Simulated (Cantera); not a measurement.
**C2H2 + H2O + H2 (carbon deposition, reforming and gasification)**

Input: 1 mol C2H2, 5.6 mol H2O, 4.6 mol H2, equilibrated at 477 °C.

Cantera equilibrium calculation (NASA polynomials, part measured and part estimated; ideal gas, pure solids and liquids). Candidate condensed phases: C, C6H6, C7H8, C8H18, H2O; 110 gas species. The ideal-gas law is rough above about 30 bar. Rates play no part.

| P (Pa) | x H2 | x H2O | x CH4 | x CO2 | x CO |
|---|---|---|---|---|---|
| 10 | 0.670 | 0.179 | 2.81e-7 | 0.0940 | 0.0575 |
| 160 | 0.670 | 0.179 | 7.18e-5 | 0.0940 | 0.0575 |
| 2500 | 0.646 | 0.198 | 0.0123 | 0.0933 | 0.0497 |
| 40000 | 0.432 | 0.383 | 0.112 | 0.0622 | 0.0115 |
| 630000 | 0.224 | 0.564 | 0.197 | 0.0132 | 0.000856 |
| 10000000 | 0.175 | 0.608 | 0.217 | 0.000182 | 8.54e-6 |
x: gas mole fraction; nothing condenses.

From 0.000100 bar to 100 bar nothing is condensed. The main C-bearing gas is CO2 at 0.000100 bar and CH4 at 100 bar.
